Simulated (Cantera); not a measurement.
What does this Cantera script print?

```python
import numpy as np
import cantera as ct

gas_names = """
    CL CL2 H HCL H2 Si SiCL SiCL2 SiCL3 SiCL4 SiH SiHCL3 SiH2 SiH2CL2 SiH3 SiH3CL SiH4 Si2 Si3
""".split()
cond_names = """
    Si(cr) Si(L)
""".split()


# ... load() reads the species with a 1 bar reference pressure and builds the phases ...
atoms = {
    'Si2Cl6': {'Si': 2, 'CL': 6},
    'HCl': {'H': 1, 'CL': 1},
    'H2': {'H': 2},
    'Cl2': {'CL': 2},
}
top_T = {}  # K; cautious upper limits of use, not melting points


# ... equilibrate(T, P, feed) seeds the gas with the atoms and calls Mixture.equilibrate('TP', solver="vcs", rtol=1e-11, max_steps=5000) ...
results = []
feed = {'Si2Cl6': 1, 'HCl': 0.52, 'H2': 140, 'Cl2': 0.024}  # mol
P = 7600  # Pa
for T in [950, 975, 1000, 1025, 1050, 1075, 1100, 1125, 1150, 1175, 1200]:
    mix = equilibrate(T, P, feed)
    results.append((T, P, feed, dict(zip(mix.species_names, mix.species_moles))))
    x = sorted(zip(gas.X, gas.species_names), reverse=True)
    print(f"T = {T:g} K  P = {P:g} Pa  gas = {mix.phase_moles(0):.4g} mol")
    print("   x: " + "  ".join(f"{s} {v:.3e}" for v, s in x if v > 0.001))
    print("   condensed (mol): " + ("  ".join(f"{mix.phase(i).name} {mix.phase_moles(i):.4g}"
          for i in range(1, mix.n_phases) if mix.phase_moles(i) > 1e-12) or "none"))
```

Result:

```
T = 950 K  P = 7600 Pa  gas = 142 mol
   x: H2 9.817e-01  HCL 7.369e-03  SiCL4 6.486e-03  SiHCL3 3.962e-03
   condensed (mol): Si(cr) 0.4505
T = 975 K  P = 7600 Pa  gas = 142.1 mol
   x: H2 9.804e-01  HCL 9.133e-03  SiCL4 6.131e-03  SiHCL3 3.763e-03
   condensed (mol): Si(cr) 0.5153
T = 1000 K  P = 7600 Pa  gas = 142.2 mol
   x: H2 9.789e-01  HCL 1.115e-02  SiCL4 5.714e-03  SiHCL3 3.537e-03
   condensed (mol): Si(cr) 0.5879
T = 1025 K  P = 7600 Pa  gas = 142.3 mol
   x: H2 9.772e-01  HCL 1.340e-02  SiCL4 5.236e-03  SiHCL3 3.283e-03
   condensed (mol): Si(cr) 0.6676
T = 1050 K  P = 7600 Pa  gas = 142.4 mol
   x: H2 9.754e-01  HCL 1.586e-02  SiCL4 4.700e-03  SiHCL3 3.001e-03
   condensed (mol): Si(cr) 0.7528
T = 1075 K  P = 7600 Pa  gas = 142.5 mol
   x: H2 9.734e-01  HCL 1.848e-02  SiCL4 4.117e-03  SiHCL3 2.694e-03
   condensed (mol): Si(cr) 0.8415
T = 1100 K  P = 7600 Pa  gas = 142.6 mol
   x: H2 9.713e-01  HCL 2.120e-02  SiCL4 3.503e-03  SiHCL3 2.367e-03
   condensed (mol): Si(cr) 0.9309
T = 1125 K  P = 7600 Pa  gas = 142.8 mol
   x: H2 9.692e-01  HCL 2.391e-02  SiCL4 2.881e-03  SiHCL3 2.028e-03  SiCL2 1.250e-03
   condensed (mol): Si(cr) 1.018
T = 1150 K  P = 7600 Pa  gas = 142.9 mol
   x: H2 9.672e-01  HCL 2.652e-02  SiCL4 2.281e-03  SiHCL3 1.689e-03  SiCL2 1.600e-03
   condensed (mol): Si(cr) 1.099
T = 1175 K  P = 7600 Pa  gas = 143 mol
   x: H2 9.653e-01  HCL 2.890e-02  SiCL2 1.974e-03  SiCL4 1.732e-03  SiHCL3 1.364e-03
   condensed (mol): Si(cr) 1.17
T = 1200 K  P = 7600 Pa  gas = 143.2 mol
   x: H2 9.637e-01  HCL 3.096e-02  SiCL2 2.348e-03  SiCL4 1.260e-03  SiHCL3 1.067e-03
   condensed (mol): Si(cr) 1.23
```

Method: chemical equilibrium by Gibbs-energy minimisation in Cantera with the NASA 1993 tables (ideal gas, pure condensed phases). The feed counts by its element totals alone. The tables' values for SiCl3 are old estimates; treat these amounts as uncertain.
